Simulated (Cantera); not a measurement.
Charge: 1 mol ZrN, 0.15 mol N₂, equilibrated at 22.0 Pa.

Cantera equilibrium calculation (NASA polynomials, part measured and part estimated; ideal gas, pure solids and liquids). Candidate condensed phases: Zr, ZrN; 4 gas species. ZrN: taken at fixed stoichiometry. Rates play no part.

**Question.** At 2700 K, list the 3 most abundant gas species with their mole fractions, and the condensed phases.

**Answer.** N₂ 0.961, Zr 0.0392, N 0.000107. Condensed: ZrN(s).
